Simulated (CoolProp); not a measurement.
The numbers come from the reference Helmholtz-energy equation of state, Schmidt 1985 in CoolProp.

For oxygen, give the phase and the Joule-Thomson coefficient (K/MPa), conductivity (mW/(m K)), Prandtl number at -8.45 °C and 1.15 MPa; -8.45 °C and 10.3 MPa; -8.45 °C and 11.5 MPa.


- -8.45 °C and 1.15 MPa: gas; Joule-Thomson coefficient 3.30, conductivity 24.2, Prandtl number 0.733
- -8.45 °C and 10.3 MPa: supercritical; Joule-Thomson coefficient 2.51, conductivity 30.1, Prandtl number 0.848
- -8.45 °C and 11.5 MPa: supercritical; Joule-Thomson coefficient 2.39, conductivity 31.0, Prandtl number 0.865

Viscosity comes from a separate model (Lemmon 2004). Thermal conductivity comes from a separate model (Lemmon 2004).
